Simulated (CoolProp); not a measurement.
Sulfur hexafluoride along the isotherm 348.7 K: Z from the reference equation and from simpler models built on Tc = 318.7 K, pc = 3.755 MPa, ω = 0.210; each cubic takes its own stable root.

Computed with CoolProp (reference Helmholtz-energy equation of state, Guder 2009).

```tsv
p (MPa)	phase	reference
0.0297	gas	0.9980
0.0676	gas	0.9955
0.154	gas	0.9898
0.35	gas	0.9766
0.796	gas	0.9458
1.81	gas	0.8710
4.12	supercritical	0.6629
9.39	supercritical	0.4321
```

### Question
How far does each simpler model (Redlich-Kwong, Soave-Redlich-Kwong) lie from the reference over these 8 states: mean and median of the absolute difference, and the worst?

### Answer
- Redlich-Kwong: mean 1.3 %, median 0.2 %, worst +6.3 % at 348.7 K and 9.39 MPa
- Soave-Redlich-Kwong: mean 1.5 %, median 0.1 %, worst +11.2 % at 348.7 K and 9.39 MPa
